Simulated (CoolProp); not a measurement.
R123 along the isotherm 226.85 °C: Z from the reference equation and from simpler models built on Tc = 183.7 °C, pc = 3.662 MPa, ω = 0.282; each cubic takes its own stable root.

Values from CoolProp's reference Helmholtz-energy equation of state, Younglove 1994. It is a modified Benedict-Webb-Rubin equation, recast in Helmholtz form.

```csv
p (MPa),phase,reference
0.0289,gas,0.9980
0.0659,gas,0.9955
0.15,gas,0.9898
0.341,gas,0.9765
0.777,gas,0.9455
1.77,gas,0.8697
4.02,supercritical,0.6626
9.15,supercritical,0.4178
```

How far does each simpler model (van der Waals, Redlich-Kwong, Soave-Redlich-Kwong, Peng-Robinson) lie from the reference over these 8 states: mean and median of the absolute difference, and the worst?


- van der Waals: mean 3.6 %, median 0.1 %, worst +24.8 % at 226.85 °C and 9.15 MPa
- Redlich-Kwong: mean 1.8 %, median 0.2 %, worst +9.9 % at 226.85 °C and 9.15 MPa
- Soave-Redlich-Kwong: mean 2.4 %, median 0.0 %, worst +16.9 % at 226.85 °C and 9.15 MPa
- Peng-Robinson: mean 1.6 %, median 0.5 %, worst +7.3 % at 226.85 °C and 9.15 MPa
